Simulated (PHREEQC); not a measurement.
A PHREEQC speciation (ion-association model, phreeqc.dat) at 30 °C gives pH 3.08 and these molalities:

```tsv
species	mol/kgw
MgSO4	0.187
Mg+2	0.113
SO4-2	0.112
HSO4-	0.00292
ZnSO4	0.00150
Zn+2	0.00132
Zn(SO4)2-2	0.00109
H+	0.00108
```

Question: What are the element totals, and what could have been dissolved in 1 kg of water to give them?

Answer: One answer among several that fit: totals Mg 0.300, S(6) 0.306, Zn 0.00390 mol/kgw, from 0.002 mol/kgw H2SO4, 0.0039 mol/kgw ZnSO4 and 0.3 mol/kgw MgSO4.

This is a speciation only: nothing precipitates in the calculation.
